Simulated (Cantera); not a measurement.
Cantera run:

```python
import numpy as np
import cantera as ct

gas_names = """
    Fe FeO O O2 O3 S SO SO2 SO3 S2 S2O S8
""".split()
cond_names = """
    Fe(a) Fe(c) Fe(d) Fe(L) FeO(s) FeO(L) FeS(a) FeS(b) FeS(c) FeS(L) FeSO4(s) FeS2(s) Fe2O3(s)
    Fe2S3O12(s) Fe3O4(s) S(cr1) S(cr2) S(L)
""".split()


def load(file, names, dense=False):
    # The tables refer to 1 bar. Condensed volumes are neglected.
    table = {s.name: s for s in ct.Species.list_from_file(file)}
    out = []
    for n in names:
        d = dict(table[n].input_data)
        d["thermo"] = dict(d["thermo"], **{"reference-pressure": 1e5})
        if dense:
            d["equation-of-state"] = {"model": "constant-volume", "density": "1e6 g/cm^3"}
        out.append(ct.Species.from_dict(d))
    return out


gas = ct.Solution(thermo="ideal-gas", species=load("nasa_gas.yaml", gas_names))
cond = {s.name: ct.Solution(thermo="fixed-stoichiometry", species=[s], name=s.name)
        for s in load("nasa_condensed.yaml", cond_names, dense=True)}
atoms = {
    'FeS2': {'Fe': 1, 'S': 2},
    'O2': {'O': 2},
}
top_T = {'FeSO4(s)': 950, 'FeS2(s)': 1010, 'Fe2O3(s)': 1830, 'Fe2S3O12(s)': 1100, 'Fe3O4(s)': 1870}  # K; cautious upper limits of use, not melting points


def equilibrate(T, P, feed):
    n = {}
    for name, mol in feed.items():
        for a, k in atoms[name].items():
            n[a] = n.get(a, 0.0) + k * mol
    gas.TPX = T, P, n
    mass = sum(n.values()) * gas.mean_molecular_weight
    gas.equilibrate("TP")
    valid = [c for c in cond.values() if c.min_temp <= T <= top_T.get(c.name, c.max_temp)]
    mix = ct.Mixture([(gas, mass / gas.mean_molecular_weight)] + [(c, 0.0) for c in valid])
    mix.T, mix.P = T, P
    mix.equilibrate("TP", solver="vcs", rtol=1e-11, max_steps=5000)
    return mix


results = []
feed = {'FeS2': 1, 'O2': 3.2}  # mol
T = 1625  # K
P = 101325  # Pa
mix = equilibrate(T, P, feed)
results.append((T, P, feed, dict(zip(mix.species_names, mix.species_moles))))
print(gas.report(threshold=1e-05))
for i in range(1, mix.n_phases):
    print(f"{mix.phase(i).name:16s} {mix.phase_moles(i):12.5e} mol")
```

Output:

```
       temperature   1625 K
          pressure   1.0132e+05 Pa
           density   0.43781 kg/m^3
  mean mol. weight   58.379 kg/kmol
   phase of matter   gas

                          1 kg             1 kmol
                     ---------------   ---------------
          enthalpy       -3.0595e+06       -1.7861e+08  J
   internal energy        -3.291e+06       -1.9212e+08  J
           entropy            5556.6        3.2439e+05  J/K
    Gibbs function       -1.2089e+07       -7.0574e+08  J
 heat capacity c_p            922.18             53836  J/K
 heat capacity c_v            779.76             45521  J/K

                      mass frac. Y      mole frac. X     chem. pot. / RT
                     ---------------   ---------------   ---------------
                O2          0.099057           0.18072           -29.745
               SO2           0.89104           0.81205           -57.065
               SO3         0.0098972         0.0072172           -71.937
     [   +9 minor]        5.7848e-06        1.2511e-05

Fe(c)             0.00000e+00 mol
FeO(s)            0.00000e+00 mol
FeS(L)            0.00000e+00 mol
Fe2O3(s)          5.00000e-01 mol
Fe3O4(s)          0.00000e+00 mol
S(L)              0.00000e+00 mol
```

Cantera equilibrium calculation (NASA polynomials, part measured and part estimated; ideal gas, pure solids and liquids).
